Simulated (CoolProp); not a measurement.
Vapour-liquid equilibrium of propylene (1) + R22 (2) at 4.45 °C; x and y are mole fractions of (1).

Model: multi-fluid Helmholtz-energy mixture model, Lemmon 2013 and Kamei 1995; pair parameters Bell 2016, in CoolProp.

| x | bubble pressure (MPa) | y at the bubble point | dew pressure at overall composition x (MPa) | liquid density (mol/L) |
|---|---|---|---|---|
| 0.05 | 0.5900 | 0.071 | 0.5852 | 14.52 |
| 0.125 | 0.6107 | 0.167 | 0.6017 | 14.35 |
| 0.2 | 0.6282 | 0.251 | 0.6178 | 14.18 |
| 0.275 | 0.6428 | 0.328 | 0.6329 | 14.01 |
| 0.35 | 0.6549 | 0.399 | 0.6467 | 13.86 |
| 0.425 | 0.6645 | 0.466 | 0.6588 | 13.71 |
| 0.5 | 0.6720 | 0.531 | 0.6687 | 13.57 |
| 0.575 | 0.6774 | 0.595 | 0.6759 | 13.44 |
| 0.65 | 0.6807 | 0.660 | 0.6803 | 13.31 |
| 0.725 | 0.6819 | 0.725 | 0.6819 | 13.19 |
| 0.8 | 0.6808 | 0.794 | 0.6806 | 13.08 |
| 0.875 | 0.6774 | 0.866 | 0.6768 | 12.98 |
| 0.95 | 0.6713 | 0.944 | 0.6707 | 12.88 |

y crosses x between x = 0.725 and 0.8: the model has an azeotrope there.

The pair parameters rest on a limited set of measurements; away from them the model extrapolates.
